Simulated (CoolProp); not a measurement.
A closed Brayton cycle with carbon dioxide: compressor inlet 319.15 K and 9.7 MPa, high pressure 27 MPa, turbine inlet 680 K, compressor efficiency 0.89, turbine efficiency 0.9, recuperator effectiveness 0 (on enthalpy, no pinch check). Each further row changes one setting.

Values from CoolProp's reference Helmholtz-energy equation of state, Span 1996.

```
case                           thermal efficiency (%)  net work (kJ/kg)  compressor to turbine work  compressor exit (K)  turbine exit (K)
-----------------------------  ----------------------  ----------------  --------------------------  -------------------  ----------------
as stated                                        15.7              69.8                        0.34                376.0             569.4
turbine inlet 630 K                              15.6              59.6                        0.38                376.0                 …
compressor inlet 329.15 K                        15.2              58.5                           …                406.5             569.4
high pressure 22.9 MPa                              …                 …                        0.32                366.6             586.8
recuperator effectiveness 0.5                    21.2              69.8                        0.34                376.0             569.4
```

Problem. What belongs in the gaps?

Solution. 
- turbine inlet 630 K, turbine exit (K): 523.5
- compressor inlet 329.15 K, compressor to turbine work: 0.45
- high pressure 22.9 MPa, thermal efficiency (%): 13.5
- high pressure 22.9 MPa, net work (kJ/kg): 62.0
